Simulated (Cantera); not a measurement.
# Adiabatic ignition

An adiabatic, constant-volume homogeneous reactor starts with 6.04 % CH3OH, 19.7 % O2, 74.3 % N2, equivalence ratio 0.46, at 1775 K and 500000 Pa.

Computed with Cantera and GRI-Mech 3.0 (53 species, 325 reactions). GRI-Mech 3.0 was tuned for natural gas; its chemistry of methanol as a main component is partial and can be far from experiment.

| t (s) | T (K) | P (bar) | x CH3OH | x O2 | x C2H | x CH3 | x H2 |
|---|---|---|---|---|---|---|---|
| 6.00e-6 | 1878 | 5.40 | 0.0348 | 0.179 | 1.49e-11 | 7.34e-5 | 0.00980 |
| 2.26e-5 | 2795 | 8.23 | <1e-12 | 0.100 | <1e-12 | <1e-12 | 0.00264 |
| 8.48e-5 | 2799 | 8.23 | <1e-12 | 0.0986 | <1e-12 | <1e-12 | 0.00252 |
| 0.000319 | 2786 | 8.19 | <1e-12 | 0.0949 | <1e-12 | <1e-12 | 0.00246 |
| 0.00120 | 2770 | 8.14 | <1e-12 | 0.0906 | <1e-12 | <1e-12 | 0.00239 |
| 0.00451 | 2768 | 8.13 | <1e-12 | 0.0900 | <1e-12 | <1e-12 | 0.00238 |
| 0.0169 | 2768 | 8.13 | <1e-12 | 0.0900 | <1e-12 | <1e-12 | 0.00238 |
| 0.0637 | 2768 | 8.13 | <1e-12 | 0.0900 | <1e-12 | <1e-12 | 0.00238 |
| 0.239 | 2768 | 8.13 | <1e-12 | 0.0900 | <1e-12 | <1e-12 | 0.00238 |
| 0.900 | 2768 | 8.13 | <1e-12 | 0.0900 | <1e-12 | <1e-12 | 0.00238 |
x: mole fraction; the columns are a selection and need not sum to one.

| Item | Value |
|---|---|
| time of steepest temperature rise | 8.27 µs |
| temperature at 0.900 s | 2768 K |
| equilibrium temperature | 2768 K |
| x(CH3OH) at 0.900 s | <1e-12 (gas-phase equilibrium <1e-12) |
| x(O2) at 0.900 s | 0.0900 (gas-phase equilibrium 0.0900) |
| x(C2H) at 0.900 s | <1e-12 (gas-phase equilibrium <1e-12) |
